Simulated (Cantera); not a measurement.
A Cantera script and what it prints.

```python
import numpy as np
import cantera as ct

gas_names = """
    CL CL2 Fe FeCL FeCL2 FeCL3 Fe2CL4 Fe2CL6 H HCL H2
""".split()
cond_names = """
    Fe(a) Fe(c) Fe(d) Fe(L) FeCL2(s) FeCL2(L) FeCL3(s) FeCL3(L)
""".split()


# ... load() reads the species with a 1 bar reference pressure and builds the phases ...
atoms = {
    'FeCl3': {'Fe': 1, 'CL': 3},
    'H2': {'H': 2},
}
top_T = {}  # K; cautious upper limits of use, not melting points


# ... equilibrate(T, P, feed) seeds the gas with the atoms and calls Mixture.equilibrate('TP', solver="vcs", rtol=1e-11, max_steps=5000) ...
results = []
feed = {'FeCl3': 1, 'H2': 15}  # mol
P = 0.28  # Pa
for T in [1048, 1098, 1148, 1198, 1248, 1298, 1348, 1398, 1448, 1498, 1548, 1598, 1648]:
    mix = equilibrate(T, P, feed)
    results.append((T, P, feed, dict(zip(mix.species_names, mix.species_moles))))

top = {s: max(r[3][s] / sum(r[3][g] for g in gas_names) for r in results) for s in gas_names}
cols = sorted((s for s in top if top[s] > 1e-06), key=lambda s: -top[s])[:7]
seen = [c for c in cond_names if any(r[3].get(c, 0) > 1e-12 for r in results)]
print("log10 of partial pressures in bar; condensed amounts in mol")
print(f"{'T/K':>10s}" + "".join(f"{s[:9]:>10s}" for s in cols + seen))
for T, P, feed, n in results:
    ng = sum(n[g] for g in gas_names)
    print(f"{T:10.4g}" + "".join(f"{np.log10(max(n[s] / ng * P / 1e5, 1e-99)):10.3f}" for s in cols)
          + "".join(f"{n.get(c, 0):10.4g}" for c in seen))
```

Result:

```
log10 of partial pressures in bar; condensed amounts in mol
       T/K        H2       HCL        Fe         H     FeCL2        CL      FeCL     Fe(a)     Fe(c)
      1048    -5.636    -6.330   -12.853   -10.930    -7.684   -11.664   -15.104     0.878         0
      1098    -5.635    -6.337   -11.934   -10.424    -7.612   -11.174   -14.355    0.8561         0
      1148    -5.635    -6.344   -11.098    -9.962    -7.551   -10.726   -13.675    0.8341         0
      1198    -5.634    -6.351   -10.334    -9.538    -7.497   -10.317   -13.055         0     0.812
      1248    -5.633    -6.359    -9.633    -9.147    -7.450    -9.940   -12.487         0    0.7896
      1298    -5.633    -6.366    -8.987    -8.787    -7.409    -9.593   -11.964         0     0.764
      1348    -5.633    -6.374    -8.390    -8.452    -7.373    -9.272   -11.482         0    0.7257
      1398    -5.635    -6.383    -7.836    -8.142    -7.342    -8.975   -11.037         0    0.6437
      1448    -5.641    -6.397    -7.322    -7.856    -7.320    -8.701   -10.625         0    0.4251
      1498    -5.655    -6.404    -6.927    -7.592    -7.364    -8.435   -10.317         0         0
      1548    -5.665    -6.371    -6.865    -7.344    -7.635    -8.147   -10.297         0         0
      1598    -5.675    -6.357    -6.833    -7.111    -7.951    -7.895   -10.323         0         0
      1648    -5.686    -6.360    -6.821    -6.894    -8.293    -7.673   -10.379         0         0
```

Equilibrium computed with Cantera from the NASA thermochemical tables; the gas is ideal and each condensed phase is pure.
